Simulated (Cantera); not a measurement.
A Cantera script and its output.

```python
import numpy as np
import cantera as ct

gas = ct.Solution("gri30.yaml")


def delay(T, t_max=10):
    gas.TPX = T, 500000, {'CO': 1, 'H2': 0.089, 'O2': 0.495, 'N2': 2.47}
    reactor = ct.IdealGasConstPressureReactor(gas, clone=False)
    net = ct.ReactorNet([reactor])
    net.rtol, net.atol = 1e-8, 1e-16
    while net.time < t_max:
        t_old, T_old = net.time, reactor.T
        net.step()
        if reactor.T > T + 400:  # ignition: a rise of 400 K
            return t_old + (T + 400 - T_old) / (reactor.T - T_old) * (net.time - t_old)
    return np.nan


taus = []
for T in [850, 900, 950, 1000, 1050, 1100, 1150]:
    taus.append(delay(T))
    print(f"T0 = {T:6g} K   tau = {taus[-1]:.4e} s")
```

It prints:

```
T0 =    850 K   tau = 3.7749e-01 s
T0 =    900 K   tau = 7.0566e-02 s
T0 =    950 K   tau = 1.5635e-02 s
T0 =   1000 K   tau = 3.8499e-03 s
T0 =   1050 K   tau = 9.7764e-04 s
T0 =   1100 K   tau = 2.5207e-04 s
T0 =   1150 K   tau = 8.9169e-05 s
```

Cantera simulation using GRI-Mech 3.0 (53 species, 325 reactions); the numbers are that mechanism's predictions, not measurements. The hydrogen kinetics of GRI-Mech 3.0 are dated; newer H2 mechanisms differ, most at raised pressure. Below about 950 K walls govern HO2 and H2O2 in real vessels.
